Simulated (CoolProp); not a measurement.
R410A along the isobar 2.67 bar: density (kg/m³) from the reference equation and from simpler models built on Tc = 344.5 K, pc = 49.01 bar, ω = 0.296; each cubic takes its own stable root.

The numbers come from the reference Helmholtz-energy equation of state, Lemmon 2003 in CoolProp. It is a pseudo-pure fit of the blend.

```tsv
T (K)	phase	reference
224	liquid	1343
233.4	liquid	1312
261.4	gas	9.481
270.8	gas	9.073
280.2	gas	8.708
289.5	gas	8.381
298.9	gas	8.080
308.2	gas	7.805
317.6	gas	7.548
326.9	gas	7.312
336.3	gas	7.090
345.7	gas	6.882
355	gas	6.689
```

Problem. How far does each simpler model (Redlich-Kwong, Soave-Redlich-Kwong, Peng-Robinson) lie from the reference over these 13 states: mean and median of the absolute difference, and the worst?

Solution. 
- Redlich-Kwong: mean 9.7 %, median 0.7 %, worst -99.2 % at 233.4 K and 2.67 bar
- Soave-Redlich-Kwong: mean 2.9 %, median 0.5 %, worst -16.2 % at 233.4 K and 2.67 bar
- Peng-Robinson: mean 1.1 %, median 0.2 %, worst -5.3 % at 224 K and 2.67 bar

At some of these states Redlich-Kwong gives the other phase, because its saturation line lies elsewhere.
